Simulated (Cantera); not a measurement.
**Diamond growth**

A diamond (100) surface in a fixed gas of H2 with x(CH4) = 0.0048, x(H) = 0.0006, at 1375 K, 31.5 Torr; coverages are run to steady state.

Detailed kinetics in Cantera: the Harris–Goodwin 1993 mechanism for the reconstructed diamond (100) surface.

| x(CH3) | growth (µm/h) | θ c6HH | θ c6H* | θ c6*H | θ c6** | θ c6HM |
|---|---|---|---|---|---|---|
| 1e-06 | 0.00143 | 0.451 | 0.0501 | 0.476 | 0.0232 | 3.05e-7 |
| 2.1e-06 | 0.00301 | 0.451 | 0.0501 | 0.476 | 0.0232 | 6.42e-7 |
| 4.4e-06 | 0.00630 | 0.451 | 0.0501 | 0.476 | 0.0232 | 1.34e-6 |
| 9.3e-06 | 0.0133 | 0.451 | 0.0501 | 0.476 | 0.0232 | 2.84e-6 |
| 2e-05 | 0.0286 | 0.451 | 0.0501 | 0.476 | 0.0232 | 6.11e-6 |
| 4.1e-05 | 0.0586 | 0.451 | 0.0501 | 0.476 | 0.0231 | 1.25e-5 |
| 8.7e-05 | 0.124 | 0.451 | 0.0501 | 0.475 | 0.0230 | 2.66e-5 |
| 0.00018 | 0.255 | 0.451 | 0.0501 | 0.475 | 0.0229 | 5.49e-5 |
| 0.00038 | 0.531 | 0.451 | 0.0500 | 0.475 | 0.0226 | 0.000116 |
θ: site fractions in the mechanism's names (c6HH fully hydrogenated, c6H* and c6*H radical sites, c6** diradical, c6HM methylated).
